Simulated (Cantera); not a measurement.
An isothermal, constant-pressure homogeneous reactor starts with NO : N₂ = 1 : 1.6 (molar parts), at 1875 K and 58.5 Torr.

Model: GRI-Mech 3.0 (53 species, 325 reactions), integrated in Cantera.

Q: Predict: x(NO) at 3.00 s; x(O₂) at 3.00 s; x(O) at 3.00 s; x(N₂) at 3.00 s; x(N₂O) at 3.00 s; x(NO₂) at 3.00 s.

A: 
- x(NO) at 3.00 s = 0.343 (gas-phase equilibrium 0.00512)
- x(O₂) at 3.00 s = 0.0206 (gas-phase equilibrium 0.190)
- x(O) at 3.00 s = 0.000146 (gas-phase equilibrium 0.000377)
- x(N₂) at 3.00 s = 0.636 (gas-phase equilibrium 0.805)
- x(N₂O) at 3.00 s = 4.54e-5 (gas-phase equilibrium 8.22e-8)
- x(NO₂) at 3.00 s = 6.72e-5 (gas-phase equilibrium 2.93e-6)
